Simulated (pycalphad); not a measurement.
Source of the numbers: pycalphad with the COST 507 light-alloy database (1999); pressure 1 atm. No gas phase is included, though pure Mg would boil below 1377 °C. The data set is of 1999 and partly superseded. Kinetics are ignored, which matters at the lower temperatures.

Molar enthalpy of Al-6.646Si-1.71Mg (wt.%) in equilibrium (SER reference):

```tsv
T (°C)	H (kJ/mol)	phases
1377	52.74	LIQUID
1297	50.22	LIQUID
1217	47.69	LIQUID
1137	45.17	LIQUID
1057	42.65	LIQUID
977	40.13	LIQUID
897	37.61	LIQUID
817	35.09	LIQUID
737	32.58	LIQUID
657	30.06	LIQUID
617	28.82	LIQUID
577	22.63	LIQUID + FCC_A1
537	14.07	FCC_A1 + DIAMOND_A4 + MG2SI
497	12.64	FCC_A1 + DIAMOND_A4 + MG2SI
417	10.00	FCC_A1 + DIAMOND_A4 + MG2SI
337	7.60	FCC_A1 + DIAMOND_A4 + MG2SI
257	5.34	FCC_A1 + DIAMOND_A4 + MG2SI
177	3.20	FCC_A1 + DIAMOND_A4 + MG2SI
97	1.15	FCC_A1 + DIAMOND_A4 + MG2SI
```

Cooling from 617 °C to 537 °C, across the freezing range, releases 14.7 kJ/mol, or 546 J/g. The slope is 31 J/(mol K) in the liquid and 36 J/(mol K) just below the solidus, where it includes any heat of precipitation. Liquidus 613 °C, solidus 557 °C. Changes were sought between steps of 40 K, so a narrower field can be missed.

Database names, with the compositions (at.%) that they take in these runs: MG2SI: Mg 67 Si 33. FCC_A1 is fcc; DIAMOND_A4 is diamond (Si).
